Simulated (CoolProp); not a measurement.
Vapour-liquid equilibrium of n-hexane (1) + ethylbenzene (2) at 420.3 K; x and y are mole fractions of (1).

Values from CoolProp's multi-fluid Helmholtz-energy mixture model, Thol 2019 and Zhou 2012; pair parameters Bell 2016.

```
x      bubble pressure, mixture model (MPa)  bubble pressure, Raoult's law (MPa)  y, mixture model  y, Raoult's law
-----  ------------------------------------  -----------------------------------  ----------------  ---------------
0.05                                 0.1705                               0.1637             0.237            0.217
0.125                                0.2210                               0.2070             0.444            0.430
0.2                                  0.2683                               0.2504             0.570            0.569
0.275                                0.3131                               0.2937             0.656            0.667
0.35                                 0.3558                               0.3370             0.720            0.740
0.425                                0.3970                               0.3803             0.770            0.796
0.5                                  0.4372                               0.4236             0.811            0.841
0.575                                0.4769                               0.4669             0.847            0.877
0.65                                 0.5164                               0.5102             0.878            0.907
0.725                                0.5563                               0.5535             0.906            0.933
0.8                                  0.5969                               0.5968             0.933            0.955
0.875                                0.6387                               0.6401             0.959            0.974
0.95                                 0.6821                               0.6834             0.984            0.990
```

The largest gap from Raoult's law is +7.1 % in bubble pressure, at x = 0.2. No azeotrope shows between x = 0.05 and 0.95.

Pair parameters are fitted to limited data, so mixtures are less certain than the pure fluids.
